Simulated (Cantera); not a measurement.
Feed: 1 mol V₂O₅, 0.66 mol H₂, 0.45 mol N₂, at 0.00133 bar.

Method: chemical equilibrium by Gibbs-energy minimisation in Cantera with the NASA 1993 tables (ideal gas, pure condensed phases). Candidate condensed phases: H₂O, V, VN, VO, V₂O₃, V₂O₄, V₂O₅; 28 gas species. Condensed phases not in the tables: the oxides between V₂O₃ and V₂O₅ other than VO₂. Rates play no part. All values below are at 1175 °C.

Base state: H₂O 0.515, N₂ 0.351, O₂ 0.132, OH 0.000518, NO 0.000498, H₂ 3.57e-5, VO₂ 1.95e-5, O 1.94e-5 (mole fractions); condensed: V₂O₄(s).

Question: What changes in the equilibrium state with this change: H₂ from 0.66 to 1.9 mol?

Answer: 
```
species         before    after
------------  --------  -------
H₂O              0.515    0.805
N₂               0.351    0.191
H₂             3.57e-5  0.00314
O₂               0.132  4.17e-5
VO₂            1.95e-5  1.95e-5
NO            0.000498  6.53e-6
O              1.94e-5  3.45e-7
H              1.51e-6  1.42e-5
OH            0.000518  8.63e-5
V₂O₄(s), mol     1.000    0.107
V₂O₃(s), mol         0    0.893
```
Mutual solubility and eutectic melting of coexisting phases are not modelled.
